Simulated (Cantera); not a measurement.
## Equilibrium for iron carbonyl, mercury and lead vapours: PbO + H2 + N2

Feed: 1 mol PbO, 0.17 mol H2, 14 mol N2, equilibrated at 2400 Pa.

Method: chemical equilibrium by Gibbs-energy minimisation in Cantera with the NASA 1993 tables (ideal gas, pure condensed phases). Candidate condensed phases: H2O, Pb, PbO, PbO2, Pb3O4; 27 gas species. Mutual solubility and eutectic melting of coexisting phases are not modelled. Gases not in the tables: (PbO)n polymers. Rates play no part.

```json
[
 {"T (°C)": "602", "x N2": "0.988", "x PbO": "1.07e-7", "x Pb": "2.81e-5", "x H2O": "0.0120", "n Pb(l)": "0.170", "n PbO(yellow)": "0.830", "n PbO(l)": "0"},
 {"T (°C)": "652", "x N2": "0.988", "x PbO": "8.50e-7", "x Pb": "0.000111", "x H2O": "0.0120", "n Pb(l)": "0.168", "n PbO(yellow)": "0.830", "n PbO(l)": "0"},
 {"T (°C)": "702", "x N2": "0.988", "x PbO": "5.41e-6", "x Pb": "0.000382", "x H2O": "0.0120", "n Pb(l)": "0.165", "n PbO(yellow)": "0.830", "n PbO(l)": "0"},
 {"T (°C)": "752", "x N2": "0.987", "x PbO": "2.85e-5", "x Pb": "0.00116", "x H2O": "0.0120", "n Pb(l)": "0.154", "n PbO(yellow)": "0.830", "n PbO(l)": "0"},
 {"T (°C)": "802", "x N2": "0.985", "x PbO": "0.000128", "x Pb": "0.00316", "x H2O": "0.0120", "n Pb(l)": "0.125", "n PbO(yellow)": "0.828", "n PbO(l)": "0"},
 {"T (°C)": "852", "x N2": "0.980", "x PbO": "0.000502", "x Pb": "0.00788", "x H2O": "0.0119", "n Pb(l)": "0.0573", "n PbO(yellow)": "0.823", "n PbO(l)": "0"},
 {"T (°C)": "902", "x N2": "0.975", "x PbO": "0.00168", "x Pb": "0.0118", "x H2O": "0.0118", "n Pb(l)": "0", "n PbO(yellow)": "0", "n PbO(l)": "0.806"},
 {"T (°C)": "952", "x N2": "0.972", "x PbO": "0.00470", "x Pb": "0.0118", "x H2O": "0.0118", "n Pb(l)": "0", "n PbO(yellow)": "0", "n PbO(l)": "0.762"},
 {"T (°C)": "1002", "x N2": "0.964", "x PbO": "0.0121", "x Pb": "0.0118", "x H2O": "0.0117", "n Pb(l)": "0", "n PbO(yellow)": "0", "n PbO(l)": "0.654"},
 {"T (°C)": "1052", "x N2": "0.947", "x PbO": "0.0288", "x Pb": "0.0123", "x H2O": "0.0115", "n Pb(l)": "0", "n PbO(yellow)": "0", "n PbO(l)": "0.393"},
 {"T (°C)": "1102", "x N2": "0.921", "x PbO": "0.0508", "x Pb": "0.0150", "x H2O": "0.0112", "n Pb(l)": "0", "n PbO(yellow)": "0", "n PbO(l)": "0"},
 {"T (°C)": "1152", "x N2": "0.920", "x PbO": "0.0487", "x Pb": "0.0170", "x H2O": "0.0112", "n Pb(l)": "0", "n PbO(yellow)": "0", "n PbO(l)": "0"},
 {"T (°C)": "1202", "x N2": "0.919", "x PbO": "0.0462", "x Pb": "0.0195", "x H2O": "0.0111", "n Pb(l)": "0", "n PbO(yellow)": "0", "n PbO(l)": "0"},
 {"T (°C)": "1252", "x N2": "0.918", "x PbO": "0.0433", "x Pb": "0.0222", "x H2O": "0.0111", "n Pb(l)": "0", "n PbO(yellow)": "0", "n PbO(l)": "0"}
]
```
x: gas mole fraction; n: condensed amount in mol.

From 602 °C to 852 °C the condensed part is Pb(l) + PbO(yellow). From 902 °C to 1052 °C the condensed part is PbO(l). From 1102 °C to 1252 °C nothing is condensed.
